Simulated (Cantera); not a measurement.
## Equilibrium for silicon nitride deposition: SiHCl3 + N2 + H2

Feed: 1 mol SiHCl3, a varied amount of N2, 1.1 mol H2, equilibrated at 1702 °C and 14000 Pa.

Equilibrium computed with Cantera from the NASA thermochemical tables; the gas is ideal and each condensed phase is pure. Candidate condensed phases: NH4Cl, Si, Si3N4; 28 gas species. The tables' values for SiCl3, SiCl, SiN are old estimates; treat these amounts as uncertain. Gases not in the tables: Si2H6 and higher silanes. Equilibrium is a limit: real reactors are often held back by kinetics, nucleation or transport.

```csv
n(N2) (mol),x N2,x H2,x HCl,x SiCl2,x SiCl3,x H,x Cl
1.4,0.312,0.249,0.213,0.213,0.00855,0.00183,0.00117
4.9,0.613,0.139,0.121,0.121,0.00368,0.00136,0.000886
8.4,0.730,0.0963,0.0845,0.0842,0.00216,0.00113,0.000744
12,0.794,0.0731,0.0646,0.0642,0.00144,0.000989,0.000653
15,0.828,0.0609,0.0540,0.0537,0.00110,0.000902,0.000598
19,0.859,0.0498,0.0443,0.0440,0.000822,0.000816,0.000543
22,0.876,0.0438,0.0391,0.0387,0.000681,0.000765,0.000511
26,0.893,0.0377,0.0338,0.0334,0.000547,0.000710,0.000476
29,0.903,0.0341,0.0307,0.0303,0.000473,0.000676,0.000454
33,0.914,0.0303,0.0273,0.0269,0.000397,0.000637,0.000429
```
x: gas mole fraction; nothing condenses.

From 1.4 mol N2 to 33 mol N2 nothing is condensed. The main Si-bearing gas is SiCl2 throughout.
